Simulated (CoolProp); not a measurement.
R125 along the isobar 2.73 MPa: fugacity coefficient from the reference equation and from simpler models built on Tc = 66.0 °C, pc = 3.618 MPa, ω = 0.305; each cubic takes its own stable root.

Model: reference Helmholtz-energy equation of state, Lemmon 2005, in CoolProp.

```tsv
T (°C)	phase	reference	van der Waals	Redlich-Kwong	Soave-Redlich-Kwong	Peng-Robinson
-45.15	liquid	0.04559	0.2196	0.08620	0.04628	0.04570
-31.95	liquid	0.07979	0.2813	0.1349	0.08138	0.07975
-18.75	liquid	0.1294	0.3502	0.1981	0.1325	0.1291
-5.55	liquid	0.1966	0.4251	0.2756	0.2020	0.1962
7.65	liquid	0.2828	0.5049	0.3663	0.2909	0.2820
20.85	liquid	0.3876	0.5879	0.4681	0.3987	0.3860
34.05	liquid	0.5091	0.6720	0.5773	0.5222	0.5056
47.25	liquid	0.6432	0.7395	0.6887	0.6552	0.6349
60.45	gas	0.7308	0.7663	0.7380	0.7353	0.7151
73.65	gas	0.7677	0.7888	0.7675	0.7707	0.7503
86.85	gas	0.7976	0.8082	0.7924	0.8002	0.7799
100.05	gas	0.8225	0.8251	0.8137	0.8254	0.8053
```

At some of these states van der Waals gives the other phase, because its saturation line lies elsewhere.
